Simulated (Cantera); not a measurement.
## Dilute partial oxidation

An isothermal, constant-pressure homogeneous reactor starts with CH2O : O2 : N2 = 0.024 : 0.043 : 1 (molar parts), equivalence ratio 0.56, at 1075 K and 1.00 bar.

Model: GRI-Mech 3.0 (53 species, 325 reactions), integrated in Cantera. The temperature is held fixed by assumption; the heat of reaction is taken as removed at once.

| t (s) | x CH2O | x O2 | x NO | x HCN | x NO2 |
|---|---|---|---|---|---|
| 4.00e-5 | 0.0225 | 0.0403 | <1e-12 | <1e-12 | <1e-12 |
| 0.000139 | 0.0225 | 0.0403 | <1e-12 | <1e-12 | <1e-12 |
| 0.000485 | 0.0225 | 0.0403 | <1e-12 | <1e-12 | <1e-12 |
| 0.00169 | 0.0221 | 0.0399 | <1e-12 | <1e-12 | <1e-12 |
| 0.00587 | 0.00967 | 0.0327 | <1e-12 | <1e-12 | <1e-12 |
| 0.0204 | 7.15e-12 | 0.0212 | 5.06e-8 | <1e-12 | 6.13e-10 |
| 0.0711 | <1e-12 | 0.0183 | 5.67e-8 | <1e-12 | 3.48e-9 |
| 0.248 | <1e-12 | 0.0179 | 5.17e-8 | <1e-12 | 9.95e-9 |
| 0.862 | <1e-12 | 0.0178 | 5.49e-8 | <1e-12 | 7.01e-9 |
| 3.00 | <1e-12 | 0.0178 | 6.06e-8 | <1e-12 | 1.40e-9 |
x: mole fraction; the columns are a selection and need not sum to one.

Equilibrium at this temperature and pressure: CH2O <1e-12, O2 0.0178, NO 2.15e-5, HCN <1e-12, NO2 2.07e-7 (gas phase only).
